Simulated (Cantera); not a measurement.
Mixture: CH4 : CO : O2 : N2 = 1 : 0.54 : 4.45 : 16.7 (molar parts), at 5.00 bar, adiabatic and at constant volume. Ignition delay is the time to a rise of 400 K.

Computed with Cantera and GRI-Mech 3.0 (53 species, 325 reactions).

Question: What does this change do: 0.73 parts H2 added?

Answer: 
| quantity | before | after |
|---|---|---|
| delay at 1223 K | 5.93 ms | 0.245 ms |
| delay at 1373 K | 0.911 ms | 75.6 µs |
| delay at 1523 K | 0.196 ms | 30.2 µs |
| delay at 1673 K | 57.4 µs | 14.2 µs |
| apparent activation energy between 1598 and 1748 K | 170 kJ/mol | 110 kJ/mol |

Question: What does this change do: 0.38 parts H2 added?

Answer: 
| quantity | before | after |
|---|---|---|
| delay at 1223 K | 5.93 ms | 0.508 ms |
| delay at 1373 K | 0.911 ms | 0.155 ms |
| delay at 1523 K | 0.196 ms | 56.3 µs |
| delay at 1673 K | 57.4 µs | 23.8 µs |
| apparent activation energy between 1598 and 1748 K | 170 kJ/mol | 120 kJ/mol |
